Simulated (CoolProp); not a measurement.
A Linde-Hampson liquefier for nitrogen: isothermal reversible compression at 230 K from 1 atm to 20 MPa, throttling to 1 atm, return gas leaving the recuperator 2 K below the feed. Each further row changes one setting.

Computed with CoolProp (reference Helmholtz-energy equation of state, Span 2000).

```
case                        liquid yield per pass  compression work (kJ/kg of gas)
--------------------------  ---------------------  -------------------------------
as stated                                       …                              351
high pressure 40 MPa                            …                                …
warm-end temperature 260 K                      …                                …
warm-end gap 7 K                                …                              351
```

### Question
What belongs in the gaps?

### Answer

- as stated, liquid yield per pass: 0.156
- high pressure 40 MPa, liquid yield per pass: 0.185
- high pressure 40 MPa, compression work (kJ/kg of gas): 403
- warm-end temperature 260 K, liquid yield per pass: 0.109
- warm-end temperature 260 K, compression work (kJ/kg of gas): 404
- warm-end gap 7 K, liquid yield per pass: 0.144
